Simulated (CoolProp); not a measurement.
Vapour-liquid equilibrium of R1234ze(E) (1) + n-pentane (2) at 12.45 °C; x and y are mole fractions of (1).

Model: multi-fluid Helmholtz-energy mixture model, Thol 2016 and Thol 2019; pair parameters Bell 2016, in CoolProp.

```csv
x,"bubble pressure, mixture model (bar)","bubble pressure, Raoult's law (bar)","y, mixture model","y, Raoult's law"
0.05,0.8150,0.5653,0.501,0.296
0.15,1.463,0.8583,0.740,0.585
0.25,1.935,1.151,0.816,0.727
0.35,2.266,1.444,0.853,0.811
0.45,2.499,1.737,0.875,0.867
0.55,2.671,2.030,0.891,0.907
0.65,2.813,2.323,0.906,0.937
0.75,2.950,2.616,0.922,0.960
0.85,3.098,2.909,0.943,0.978
0.95,3.262,3.202,0.976,0.993
```

The largest gap from Raoult's law is +70.5 % in bubble pressure, at x = 0.15. No azeotrope shows between x = 0.05 and 0.95.

Pair parameters are fitted to limited data, so mixtures are less certain than the pure fluids. With so large a gap from Raoult's law the liquid may split in two, which this calculation doesn't test in full.
